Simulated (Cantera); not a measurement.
**Fluorocarbon and chlorocarbon gases: CH₃Cl + HCl + H₂**

A closed system holds: 1 mol CH₃Cl, 0.59 mol HCl, 5.7 mol H₂, at 2125 K and 23000 Pa.

Equilibrium computed with Cantera from the NASA thermochemical tables; the gas is ideal and each condensed phase is pure. Candidate condensed phases: C, C₆H₆, C₇H₈, C₈H₁₈; 91 gas species. Kinetics and transport are ignored.

```
Item                    Result
-------------------  ---------
x(H₂)                    0.801
x(HCl)                   0.190
x(H)                   0.00678
x(C₂H₂ (acetylene))    0.00134
x(Cl)                  0.00118
x(CH₄)                 4.59e-5
x(CH₃)                 7.53e-6
x(C₂HCl)               1.78e-6
n(C(graphite))       0.977 mol
gas amount           8.323 mol
```
